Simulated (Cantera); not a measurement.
Input (Python, Cantera) and output of one run.

```python
import numpy as np
import cantera as ct

gas_names = """
    CL CL2 H HCL H2 N NH NH2 NH3 N2 N2H2 N2H4 Si SiCL SiCL2 SiCL3 SiCL4 SiH SiHCL3 SiH2 SiH2CL2 SiH3
    SiH3CL SiH4 SiN Si2 Si2N Si3
""".split()
cond_names = """
    NH4CL(a) NH4CL(b) Si(cr) Si(L) Si3N4(a)
""".split()


# ... load() reads the species with a 1 bar reference pressure and builds the phases ...
atoms = {
    'SiHCl3': {'Si': 1, 'H': 1, 'CL': 3},
    'N2': {'N': 2},
    'H2': {'H': 2},
}
top_T = {'Si3N4(a)': 2400}  # K; cautious upper limits of use, not melting points


# ... equilibrate(T, P, feed) seeds the gas with the atoms and calls Mixture.equilibrate('TP', solver="vcs", rtol=1e-11, max_steps=5000) ...
results = []
feed = {'SiHCl3': 1, 'N2': 39, 'H2': 2.3}  # mol
T = 898.15  # K
P = 19  # Pa
mix = equilibrate(T, P, feed)
results.append((T, P, feed, dict(zip(mix.species_names, mix.species_moles))))
print(gas.report(threshold=0.0001))
for i in range(1, mix.n_phases):
    print(f"{mix.phase(i).name:16s} {mix.phase_moles(i):12.5e} mol")
```

It prints:

```
       temperature   898.15 K
          pressure   19 Pa
           density   7.086e-05 kg/m^3
  mean mol. weight   27.85 kg/kmol
   phase of matter   gas

                          1 kg             1 kmol
                     ---------------   ---------------
          enthalpy        4.1193e+05        1.1472e+07  J
   internal energy        1.4379e+05        4.0047e+06  J
           entropy             10665        2.9702e+05  J/K
    Gibbs function       -9.1667e+06        -2.553e+08  J
 heat capacity c_p            1149.5             32015  J/K
 heat capacity c_v            850.99             23700  J/K

                      mass frac. Y      mole frac. X     chem. pot. / RT
                     ---------------   ---------------   ---------------
               HCL          0.088879          0.067895           -47.633
                H2         0.0022977          0.031742           -29.264
                N2           0.90503           0.89974           -33.266
             SiCL4         0.0037828        0.00062013           -149.62
     [  +24 minor]         1.084e-05        2.2806e-06

Si(cr)            0.00000e+00 mol
Si3N4(a)          3.24490e-01 mol
```

Method: chemical equilibrium by Gibbs-energy minimisation in Cantera with the NASA 1993 tables (ideal gas, pure condensed phases). N2 is the only nitrogen source here; it is nearly inert below about 1500 K, so the nitride shown seldom forms there in practice.
